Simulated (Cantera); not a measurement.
## Stirred combustor or abatement burner

A perfectly stirred reactor is fed with CH₄ : O₂ : N₂ = 1 : 4.17 : 15.7 (molar parts), equivalence ratio 0.48, at 0.590 bar; it is adiabatic with a 375 K inlet, and is followed from long to short residence time, starting on the burning branch (τ in s: 0.26, 0.095, 0.034, 0.012, 0.0045, 0.0016, 0.00059, 0.00021, 7.7e-05).

Computed with Cantera and GRI-Mech 3.0 (53 species, 325 reactions).

```json
[
 {"τ (s)": "0.26", "T (K)": "1496", "x CH₄": "1.76e-5", "x O₂": "0.104", "x HCN": "7.45e-10", "x CH₃": "2.22e-6", "x NO": "2.10e-6", "x HCO": "8.39e-9"},
 {"τ (s)": "0.095", "T (K)": "1492", "x CH₄": "3.35e-5", "x O₂": "0.104", "x HCN": "9.22e-10", "x CH₃": "3.88e-6", "x NO": "1.68e-6", "x HCO": "2.42e-8"},
 {"τ (s)": "0.034", "T (K)": "1485", "x CH₄": "6.49e-5", "x O₂": "0.104", "x HCN": "1.29e-9", "x CH₃": "6.74e-6", "x NO": "1.27e-6", "x HCO": "7.10e-8"},
 {"τ (s)": "0.012", "T (K)": "1470", "x CH₄": "0.000130", "x O₂": "0.105", "x HCN": "2.30e-9", "x CH₃": "1.18e-5", "x NO": "9.99e-7", "x HCO": "2.10e-7"},
 {"τ (s)": "0.0045", "T (K)": "1444", "x CH₄": "0.000268", "x O₂": "0.106", "x HCN": "4.64e-9", "x CH₃": "2.09e-5", "x NO": "8.54e-7", "x HCO": "5.74e-7"},
 {"τ (s)": "0.0016", "T (K)": "1383", "x CH₄": "0.000749", "x O₂": "0.110", "x HCN": "1.02e-8", "x CH₃": "4.71e-5", "x NO": "5.46e-7", "x HCO": "1.61e-6"},
 {"τ (s)": "0.00059", "T (K)": "375", "x CH₄": "0.0479", "x O₂": "0.200", "x HCN": "<1e-12", "x CH₃": "<1e-12", "x NO": "<1e-12", "x HCO": "<1e-12"},
 {"τ (s)": "0.00021", "T (K)": "375", "x CH₄": "0.0479", "x O₂": "0.200", "x HCN": "<1e-12", "x CH₃": "<1e-12", "x NO": "<1e-12", "x HCO": "<1e-12"},
 {"τ (s)": "7.7e-5", "T (K)": "375", "x CH₄": "0.0479", "x O₂": "0.200", "x HCN": "<1e-12", "x CH₃": "<1e-12", "x NO": "<1e-12", "x HCO": "<1e-12"}
]
```
x: mole fraction; the columns are a selection and need not sum to one.
